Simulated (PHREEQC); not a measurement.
Dissolve 0.0012 mol HF, 0.0026 mol NH4F, 5.3e-05 mol H4SiO4 and 0.00011 mol HCl per kg of water at 25 °C. Closed to the air; pH follows from the charge balance.

Computed with PHREEQC (ion-association model, phreeqc.dat).

Precipitation was switched off in this run.

Question: Order these F species by the share of F that they hold, largest first: HF2-, F-, SiF6-2, HF.

Answer: F- (70 %), HF (24 %), SiF6-2 (5.2 %), HF2- (0.49 %)

The pH is 3.62 and the ionic strength 0.00289 mol/kgw. SiF6-2 is the database's only silicon fluoride.
